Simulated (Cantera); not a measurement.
A closed system holds: 1 mol SiHCl₃, 1.1 mol HCl, 100 mol H₂, at 0.130 bar.

Equilibrium computed with Cantera from the NASA thermochemical tables; the gas is ideal and each condensed phase is pure. Candidate condensed phases: Si; 19 gas species. Gases not in the tables: Si₂H₆ and higher silanes. The numbers say what is thermodynamically allowed, not how fast it happens.

Q: What share of the Si ends up in condensed phases as a function of T (K), at 1250, 1300, 1350, 1400, 1450, 1500, 1550, 1600, 1650, 1700?

A: 
```tsv
T (K)	Si condensed (%)	as
1250	58.3	Si(s)
1300	61.7	Si(s)
1350	63.1	Si(s)
1400	63.3	Si(s)
1450	63.0	Si(s)
1500	62.4	Si(s)
1550	61.7	Si(s)
1600	61.0	Si(s)
1650	60.2	Si(s)
1700	60.0	Si(l)
```
